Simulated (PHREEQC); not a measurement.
Make-up at 20 °C: 38 mmol/kgw H2S and 0.6 mmol/kgw NaCl. Closed to the air; pH follows from the charge balance.

The numbers come from PHREEQC with the ion-association model, wateq4f.dat.

Each row changes one thing in this solution. No solid was allowed to form.

```json
[
 {"case": "as made", "pH": "4.21", "ionic strength (mol/kgw)": "0.000663", "HS- (mol/kgw)": "6.27e-5"},
 {"case": "H2S replaced by NH4HS at the same molality", "pH": "8.20", "ionic strength (mol/kgw)": "0.0367", "HS- (mol/kgw)": "0.0361"},
 {"case": "diluted 10-fold with water", "pH": "4.72", "ionic strength (mol/kgw)": "7.94e-5", "HS- (mol/kgw)": "1.94e-5"},
 {"case": "NaCl left out", "pH": "4.21", "ionic strength (mol/kgw)": "6.14e-5", "HS- (mol/kgw)": "6.14e-5"}
]
```

The polysulfide entries of wateq4f.dat were taken out for this run.
